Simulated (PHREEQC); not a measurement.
0.01 g of hydrous ferric oxide (600 m²/g; 0.2 weak and 0.005 strong sites per Fe, Dzombak-Morel constants, diffuse double layer) in 1 kg of water with 0.3 mol/kgw of an inert sodium salt and 0.0034 mmol/kgw BaCl2 and 0.0014 mmol/kgw SrCl2, at 25 °C; the pH is set by adding NaOH or the inert anion's acid. Oxygen is held at 0.21 atm. No CO2 enters from the air. No solid was allowed to form.

Computed with PHREEQC (ion-association model, wateq4f.dat).

```tsv
pH	Ba sorbed (%)	Sr sorbed (%)	surface charge σ (C/m²)	surface potential ψ (mV)
3	0.0	0.0	0.368	126
3.38	0.0	0.0	0.365	125
3.75	0.0	0.0	0.357	124
4.12	0.0	0.0	0.343	122
4.5	0.0	0.0	0.318	118
4.88	0.0	0.0	0.282	112
5.25	0.0	0.0	0.240	104
5.62	0.0	0.0	0.196	94
6	0.0	0.0	0.154	83
6.38	0.0	0.0	(withheld)	70
6.75	0.0	0.0	0.085	56
7.12	0.1	0.0	(withheld)	42
7.5	0.4	(withheld)	0.034	26
7.88	1.3	0.5	0.013	10
8.25	3.5	1.4	-0.006	-5
8.62	7.0	3.0	-0.025	-20
9	10.5	4.9	-0.047	-35
```

What belongs in the gaps?


- 6.38, surface charge σ (C/m²): 0.116
- 7.12, surface charge σ (C/m²): 0.058
- 7.5, Sr sorbed (%): 0.2

The oxide is taken as insoluble; below pH 4 it would dissolve.
